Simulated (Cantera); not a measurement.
A perfectly stirred reactor is fed with 45.5 % NO, 54.5 % N2, at 0.918 atm; it is held at 2075 K, and followed from long to short residence time.

Computed with Cantera and GRI-Mech 3.0 (53 species, 325 reactions).

One state of this run: x NO = 0.435; x N2O = 9.06e-5; x O2 = 0.00943; x N2 = 0.555; x NO2 = 0.000180. x: mole fraction; the columns are a selection and need not sum to one.

Task: Which value of τ (s) does it belong to?
A) 0.020
B) 0.75
C) 0.041
D) 3.2

Result: A, 0.020
